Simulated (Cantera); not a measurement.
Input: 1 mol SiCl4, 13 mol H2, at 1423 K and 0.660 bar.

Method: chemical equilibrium by Gibbs-energy minimisation in Cantera with the NASA 1993 tables (ideal gas, pure condensed phases). Candidate condensed phases: Si; 19 gas species. The tables' values for SiCl3 are old estimates; treat these amounts as uncertain. Kinetics and transport are ignored.

Base state: H2 0.841, HCl 0.0924, SiCl2 0.0306, SiCl4 0.0143, SiCl3 0.0105, SiHCl3 0.0101, SiH2Cl2 0.00109, SiH3Cl 3.40e-5 (mole fractions); condensed: Si(s).

**Question.** What changes in the equilibrium state with this change: temperature from 1423 K to 2323.15 K?

**Answer.** 
```tsv
species	before	after
H2	0.841	0.775
HCl	0.0924	0.154
SiCl2	0.0306	0.0524
SiCl4	0.0143	6.00e-6
H	7.50e-6	0.0118
SiHCl3	0.0101	2.05e-5
SiCl3	0.0105	0.000646
Si	2.31e-9	0.00173
SiH	7.73e-9	0.000436
Si2	<1e-9	3.48e-5
SiCl	2.76e-7	0.00190
Si(s), mol	0.0302	0
Si(l), mol	0	0.128
```
The tables' values for SiCl, SiCl3 are old estimates; treat these amounts as uncertain. Gases not in the tables: Si2H6 and higher silanes.

**Question.** What changes in the equilibrium state with this change: temperature from 1423 K to 1248.15 K?

**Answer.** 
| species | before | after |
|---|---|---|
| H2 | 0.841 | 0.880 |
| HCl | 0.0924 | 0.0513 |
| SiCl4 | 0.0143 | 0.0335 |
| SiCl2 | 0.0306 | 0.00750 |
| SiHCl3 | 0.0101 | 0.0203 |
| SiCl3 | 0.0105 | 0.00590 |
| SiH2Cl2 | 0.00109 | 0.00167 |
| SiH3Cl | 3.40e-5 | 3.80e-5 |
| Si(s), mol | 0.0302 | 0.0235 |

**Question.** What changes in the equilibrium state with this change: H2 from 13 to 900 mol?

**Answer.** 
```json
[
 {"species": "H2", "before": "0.841", "after": "0.996"},
 {"species": "HCl", "before": "0.0924", "after": "0.00431"},
 {"species": "SiCl2", "before": "0.0306", "after": "5.62e-5"},
 {"species": "SiCl4", "before": "0.0143", "after": "4.84e-8"},
 {"species": "SiCl3", "before": "0.0105", "after": "8.29e-7"},
 {"species": "SiHCl3", "before": "0.0101", "after": "8.68e-7"},
 {"species": "SiH2Cl2", "before": "0.00109", "after": "2.37e-6"},
 {"species": "SiH3Cl", "before": "3.40e-5", "after": "1.88e-6"},
 {"species": "Si(s), mol", "before": "0.0302", "after": "0.943"}
]
```
